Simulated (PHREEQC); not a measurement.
Synthetic water in mg/L, 21 °C, pH 3.22, pe 10.1:

| constituent | mg/L |
|---|---|
| Na | 54.7 |
| K | 4.76 |
| Ca | 113 |
| Mg | 63.6 |
| Cl | 161 |
| S(6) as SO4 | 483 |
| Cu(2) | 0.697 |
| N(5) as NO3 | 0.258 |
| Zn | 25 |
| Si as SiO2 | 22.6 |

Valence states are taken as typed.

Model: ion-association model, phreeqc.dat, run in PHREEQC.

This is a speciation only: nothing precipitates in the calculation.

Predict the ionic strength.

ionic strength 0.0208 mol/kgw.

In which forms is Cu present?

Cu+2 79 %, CuSO4 20 % of the Cu.

The solution is supersaturated, for example in Quartz (slow to form), Chalcedony (slow to form), so a real one may precipitate; this is no full list.
